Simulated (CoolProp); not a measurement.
Computed with CoolProp (reference Helmholtz-energy equation of state, Lemmon 2006). It is a short technical equation, of lower accuracy than the large ones.

**Question.** For carbonyl sulfide, give the phase and the speed of sound (m/s), Joule-Thomson coefficient (K/MPa), expansivity (1/kK), fugacity coefficient at 170.4 K and 2130 kPa.

**Answer.** 
- 170.4 K and 2130 kPa: liquid; speed of sound 1290, Joule-Thomson coefficient -0.493, expansivity 1.53, fugacity coefficient 0.00186
